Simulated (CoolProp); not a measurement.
Vapour-liquid equilibrium of R143a (1) + propane (2) at 232.2 K; x and y are mole fractions of (1).

Values from CoolProp's multi-fluid Helmholtz-energy mixture model, Lemmon and Jacobsen 2000 and Lemmon 2009; pair parameters Bell 2016.

**Question.** Give the bubble pressure and the first vapour's composition at x = 0.15, 0.25, 0.55. Is there an azeotrope?

**Answer.** x = 0.15: 0.1552 MPa, y = 0.382; x = 0.25: 0.1672 MPa, y = 0.458; x = 0.55: 0.1764 MPa, y = 0.560. y crosses x between x = 0.55 and 0.65: the model has an azeotrope there.

Pair parameters are fitted to limited data, so mixtures are less certain than the pure fluids.
